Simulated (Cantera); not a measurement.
Cantera with NASA thermochemical tables; ideal gases at 1 bar, condensed phases pure. Values are per mole of reaction as written; species without (g) are pure solids or liquids, kept so even where they would boil at 1 bar.

3 PbF2 + 2 NH3(g) = 3 Pb(g) + 2 NF3(g) + 6 H(g)

```
T (K)    ΔH° (kJ)   ΔS° (J/K)    ΔG° (kJ)     log10 K  condensed phases
-----  ----------  ----------  ----------  ----------  ----------------
823        3718.5       962.4      2926.5     -185.74           PbF2(s)
1023   (withheld)  (withheld)  (withheld)  (withheld)           PbF2(s)
1223       3654.0       902.9      2549.8     -108.90           PbF2(l)
1423   (withheld)  (withheld)  (withheld)  (withheld)           PbF2(l)
1623   (withheld)  (withheld)  (withheld)  (withheld)           PbF2(l)
1823       3593.3       862.5      2020.9      -57.90           PbF2(l)
2023       3573.2       852.0      1849.5      -47.75           PbF2(l)
2223   (withheld)  (withheld)  (withheld)  (withheld)           PbF2(l)
```

Q: Fill in the missing entries.

A: 
- 1023, ΔH° (kJ): 3710.5
- 1023, ΔS° (J/K): 953.5
- 1023, ΔG° (kJ): 2735.0
- 1023, log10 K: -139.65
- 1423, ΔH° (kJ): 3634.0
- 1423, ΔS° (J/K): 887.7
- 1423, ΔG° (kJ): 2370.8
- 1423, log10 K: -87.02
- 1623, ΔH° (kJ): 3613.7
- 1623, ΔS° (J/K): 874.4
- 1623, ΔG° (kJ): 2194.6
- 1623, log10 K: -70.63
- 2223, ΔH° (kJ): 3553.5
- 2223, ΔS° (J/K): 842.8
- 2223, ΔG° (kJ): 1680.0
- 2223, log10 K: -39.48
